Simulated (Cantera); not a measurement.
Input (Python, Cantera) and output of one run.

```python
import numpy as np
import cantera as ct

gas_names = """
    CL CL2 H HCL H2 N NH NH2 NH3 N2 N2H2 N2H4 Si SiCL SiCL2 SiCL3 SiCL4 SiH SiHCL3 SiH2 SiH2CL2 SiH3
    SiH3CL SiH4 SiN Si2 Si2N Si3
""".split()
cond_names = """
    NH4CL(a) NH4CL(b) Si(cr) Si(L) Si3N4(a)
""".split()


def load(file, names, dense=False):
    # The tables refer to 1 bar. Condensed volumes are neglected.
    table = {s.name: s for s in ct.Species.list_from_file(file)}
    out = []
    for n in names:
        d = dict(table[n].input_data)
        d["thermo"] = dict(d["thermo"], **{"reference-pressure": 1e5})
        if dense:
            d["equation-of-state"] = {"model": "constant-volume", "density": "1e6 g/cm^3"}
        out.append(ct.Species.from_dict(d))
    return out


gas = ct.Solution(thermo="ideal-gas", species=load("nasa_gas.yaml", gas_names))
cond = {s.name: ct.Solution(thermo="fixed-stoichiometry", species=[s], name=s.name)
        for s in load("nasa_condensed.yaml", cond_names, dense=True)}
atoms = {
    'SiHCl3': {'Si': 1, 'H': 1, 'CL': 3},
    'N2': {'N': 2},
}
top_T = {'Si3N4(a)': 2400}  # K; cautious upper limits of use, not melting points


def equilibrate(T, P, feed):
    n = {}
    for name, mol in feed.items():
        for a, k in atoms[name].items():
            n[a] = n.get(a, 0.0) + k * mol
    gas.TPX = T, P, n
    mass = sum(n.values()) * gas.mean_molecular_weight
    gas.equilibrate("TP")
    valid = [c for c in cond.values() if c.min_temp <= T <= top_T.get(c.name, c.max_temp)]
    mix = ct.Mixture([(gas, mass / gas.mean_molecular_weight)] + [(c, 0.0) for c in valid])
    mix.T, mix.P = T, P
    mix.equilibrate("TP", solver="vcs", rtol=1e-11, max_steps=5000)
    return mix


results = []
feed = {'SiHCl3': 1, 'N2': 15}  # mol
T = 1323.15  # K
P = 61000  # Pa
mix = equilibrate(T, P, feed)
results.append((T, P, feed, dict(zip(mix.species_names, mix.species_moles))))
print(gas.report(threshold=0.001))
for i in range(1, mix.n_phases):
    print(f"{mix.phase(i).name:16s} {mix.phase_moles(i):12.5e} mol")
```

Output:

```
       temperature   1323.2 K
          pressure   61000 Pa
           density   0.18334 kg/m^3
  mean mol. weight   33.066 kg/kmol
   phase of matter   gas

                          1 kg             1 kmol
                     ---------------   ---------------
          enthalpy        2.3873e+05        7.8939e+06  J
   internal energy            -93975       -3.1074e+06  J
           entropy            7635.3        2.5247e+05  J/K
    Gibbs function       -9.8639e+06       -3.2616e+08  J
 heat capacity c_p              1104             36505  J/K
 heat capacity c_v            852.54             28190  J/K

                      mass frac. Y      mole frac. X     chem. pot. / RT
                     ---------------   ---------------   ---------------
               HCL           0.05731          0.051978           -36.877
                H2         0.0002968          0.004868           -24.064
                N2            0.7704           0.90932           -26.224
             SiCL3         0.0045378         0.0011161           -87.698
             SiCL4            0.1662          0.032348           -112.54
     [  +23 minor]         0.0012619        0.00036586

Si(cr)            0.00000e+00 mol
Si3N4(a)          1.51069e-01 mol
```

These are equilibrium values from Cantera (NASA tables, ideal gas, pure condensed phases), not measurements of a reactor. N2 is the only nitrogen source here; it is nearly inert below about 1500 K, so the nitride shown seldom forms there in practice. The tables' values for SiCl3 are old estimates; treat these amounts as uncertain.
